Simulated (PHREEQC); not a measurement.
1 kg of water holding 47 mmol/kgw NaCl and 57 mmol/kgw K2SO4 is evaporated at 15 °C; the solids stay in contact with the brine. CO2 from the air is kept out. Solids allowed: Arcanite, Glaserite, Halite, Mirabilite, Misenite, Sylvite, Thenardite. Others were left out.

Equilibrium calculation in PHREEQC: Pitzer model, pitzer.dat.

Task: Predict ionic strength, Cl in solution (mol/kgw) at water left (kg) = 0.1407, 0.09502.

Result: 
```csv
water left (kg),ionic strength,Cl in solution (mol/kgw)
0.1407,1.55,0.334
0.09502,2.29,0.495
```

Species that the database lacks are ignored.
